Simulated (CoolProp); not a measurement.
Propylene along the isotherm 411.5 K: Z from the reference equation and from simpler models built on Tc = 364.2 K, pc = 4.555 MPa, ω = 0.146; each cubic takes its own stable root.

Values from CoolProp's reference Helmholtz-energy equation of state, Lemmon 2013.

```tsv
p (MPa)	phase	reference
0.759	gas	0.9604
1.52	gas	0.9191
2.28	gas	0.8761
3.04	gas	0.8310
3.8	gas	0.7835
4.55	gas	0.7339
5.31	supercritical	0.6805
6.07	supercritical	0.6241
6.83	supercritical	0.5667
7.59	supercritical	0.5137
8.35	supercritical	0.4738
9.11	supercritical	0.4513
9.87	supercritical	0.4433
10.6	supercritical	0.4444
11.4	supercritical	0.4514
```

Question: How far does each simpler model (van der Waals, Redlich-Kwong, Peng-Robinson) lie from the reference over these 15 states: mean and median of the absolute difference, and the worst?

Answer: 
- van der Waals: mean 5.4 %, median 3.2 %, worst +17.7 % at 411.5 K and 11.4 MPa
- Redlich-Kwong: mean 2.6 %, median 1.5 %, worst +8.2 % at 411.5 K and 11.4 MPa
- Peng-Robinson: mean 2.7 %, median 2.4 %, worst +5.5 % at 411.5 K and 9.87 MPa
